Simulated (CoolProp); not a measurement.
The fluid at 449.53 K and 0.238 MPa is throttled through a valve to 0.111 MPa with no heat exchange. The same conditions are run with several fluids, on thermodynamics alone (safety and materials aside).

Computed with CoolProp (reference Helmholtz-energy equation of state of each fluid (CF4 (R14): Platzer 1990; R125: Lemmon 2005; cyclopentane: Gedanitz 2015; 1,2-dichloroethane: Thol 2015; methanol: de Reuck 1993)). The equations of Platzer and Polt are older, rougher fits.

Q: Rank CF4 (R14), R125, cyclopentane, 1,2-dichloroethane, methanol by temperature change (K), highest first.

A: CF4 (R14) (-0.3), R125 (-0.5), cyclopentane (-1.3), 1,2-dichloroethane (-2.2), methanol (-2.9)

| fluid | final density (kg/m³) |
|---|---|
| CF4 (R14) | 2.62 |
| R125 | 3.58 |
| cyclopentane | 2.12 |
| 1,2-dichloroethane | 3.00 |
| methanol | 0.965 |
